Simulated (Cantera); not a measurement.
Feed: 1 mol SiCl₄, 0.017 mol Cl₂, 500 mol H₂, held at 577 °C and 0.100 bar.

Equilibrium computed with Cantera from the NASA thermochemical tables; the gas is ideal and each condensed phase is pure. Candidate condensed phases: Si; 19 gas species. The numbers say what is thermodynamically allowed, not how fast it happens.

Base state: H₂ 0.997, HCl 0.00146, SiHCl₃ 0.000977, SiCl₄ 0.000861, SiH₂Cl₂ 9.76e-5 (mole fractions); condensed: Si(s).

What changes in the equilibrium state with this change: temperature from 577 °C to 625 °C?


```json
[
 {"species": "H₂", "before": "0.997", "after": "0.996"},
 {"species": "HCl", "before": "0.00146", "after": "0.00239"},
 {"species": "SiHCl₃", "before": "0.000977", "after": "0.000842"},
 {"species": "SiCl₄", "before": "0.000861", "after": "0.000725"},
 {"species": "SiCl₃", "before": "5.54e-6", "after": "1.08e-5"},
 {"species": "SiH₂Cl₂", "before": "9.76e-5", "after": "9.26e-5"},
 {"species": "Si(s), mol", "before": "0.0248", "after": "0.158"}
]
```
The tables' values for SiCl₃ are old estimates; treat these amounts as uncertain.
